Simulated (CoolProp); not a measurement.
Saturation properties of R115 (Tc = 80.0 °C, pc = 3129 kPa, ω = 0.248).

Computed with CoolProp (reference Helmholtz-energy equation of state, Lemmon 2016).

| T (°C) | p (kPa) | liquid density (kg/m³) | vapour density (kg/m³) | enthalpy of vaporisation (kJ/kg) |
|---|---|---|---|---|
| -2.45 | 407.8 | 1409 | 31.65 | 109.6 |
| -0.15 | 438.8 | (withheld) | 34.01 | 108.4 |
| 2.05 | (withheld) | 1390 | 36.39 | 107.3 |
| 4.25 | 503.0 | 1381 | 38.91 | 106.2 |
| 6.45 | 537.5 | 1371 | 41.57 | 105.0 |
| 8.65 | (withheld) | 1362 | 44.38 | 103.9 |
| 10.85 | 612.0 | 1352 | 47.35 | 102.6 |
| 13.15 | (withheld) | 1342 | 50.63 | 101.4 |
| 15.35 | 695.7 | 1332 | 53.94 | 100.1 |
| 17.55 | 739.6 | 1322 | 57.44 | 98.79 |
| 19.75 | 785.5 | 1312 | 61.13 | 97.47 |
| 21.95 | 833.5 | 1301 | 65.03 | 96.11 |
| 24.25 | 886.0 | 1290 | 69.35 | 94.65 |

**Question.** Some entries are withheld; supply them.

**Answer.** 
- -0.15, liquid density (kg/m³): 1399
- 2.05, p (kPa): 470.1
- 8.65, p (kPa): 573.9
- 13.15, p (kPa): 653.8

It boils at -39.2 °C under 1 atm.
